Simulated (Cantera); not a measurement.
An isothermal, constant-pressure homogeneous reactor starts with CH2O : O2 : N2 = 0.0034 : 0.0042 : 1 (molar parts), at 1150 K and 101000 Pa.

Model: GRI-Mech 3.0 (53 species, 325 reactions), integrated in Cantera.

x: mole fraction; the columns are a selection and need not sum to one.

| t (s) | x CH2O | x O2 | x NO2 | x CH2 | x C2H2 | x HCO | x CH2CO |
|---|---|---|---|---|---|---|---|
| 0.000200 | 0.00337 | 0.00417 | <1e-12 | <1e-12 | <1e-12 | 1.38e-9 | <1e-12 |
| 0.000446 | 0.00337 | 0.00417 | <1e-12 | <1e-12 | <1e-12 | 2.66e-9 | <1e-12 |
| 0.000993 | 0.00337 | 0.00417 | <1e-12 | <1e-12 | <1e-12 | 8.64e-9 | <1e-12 |
| 0.00221 | 0.00331 | 0.00415 | <1e-12 | <1e-12 | <1e-12 | (withheld) | <1e-12 |
| 0.00493 | (withheld) | (withheld) | <1e-12 | 1.28e-11 | <1e-12 | (withheld) | 4.65e-11 |
| 0.0110 | 4.85e-11 | 0.00200 | 4.59e-11 | <1e-12 | <1e-12 | 3.51e-9 | <1e-12 |
| 0.0245 | 3.05e-12 | 0.00127 | 1.52e-10 | <1e-12 | <1e-12 | 2.83e-10 | <1e-12 |
| 0.0546 | <1e-12 | 0.000958 | 2.91e-10 | <1e-12 | <1e-12 | 2.81e-11 | <1e-12 |
| 0.122 | <1e-12 | 0.000837 | 8.28e-10 | <1e-12 | <1e-12 | 1.28e-12 | <1e-12 |
| 0.271 | <1e-12 | 0.000803 | 2.35e-9 | <1e-12 | <1e-12 | <1e-12 | <1e-12 |
| 0.604 | <1e-12 | 0.000795 | 4.34e-9 | <1e-12 | <1e-12 | <1e-12 | <1e-12 |
| 1.35 | <1e-12 | 0.000794 | 4.59e-9 | <1e-12 | <1e-12 | <1e-12 | <1e-12 |
| 3.00 | <1e-12 | 0.000794 | 2.89e-9 | <1e-12 | <1e-12 | <1e-12 | <1e-12 |

**Question.** What belongs in the gaps?

**Answer.** 
- 0.00221, x HCO: 6.94e-8
- 0.00493, x CH2O: 0.00185
- 0.00493, x O2: 0.00380
- 0.00493, x HCO: 6.14e-7
